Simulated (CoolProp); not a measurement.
Vapour-liquid equilibrium of propane (1) + dimethyl ether (2) at -83.85 °C; x and y are mole fractions of (1).

Computed with CoolProp (multi-fluid Helmholtz-energy mixture model, Lemmon 2009 and Wu 2011; pair parameters Bell 2016).

```csv
x,"bubble pressure, mixture model (MPa)","bubble pressure, Raoult's law (MPa)","y, mixture model","y, Raoult's law"
0.05,0.004124,0.003316,0.315,0.152
0.15,0.005818,0.004024,0.556,0.375
0.25,0.006940,0.004733,0.657,0.531
0.35,0.007710,0.005442,0.715,0.646
0.45,0.008270,0.006151,0.755,0.735
0.55,0.008708,0.006859,0.788,0.806
0.65,0.009081,0.007568,0.820,0.863
0.75,0.009416,0.008277,0.856,0.911
0.85,0.009718,0.008985,0.901,0.951
0.95,0.009964,0.009694,0.961,0.985
```

The largest gap from Raoult's law is +46.6 % in bubble pressure, at x = 0.25. No azeotrope shows between x = 0.05 and 0.95.

Pair parameters are fitted to limited data, so mixtures are less certain than the pure fluids.
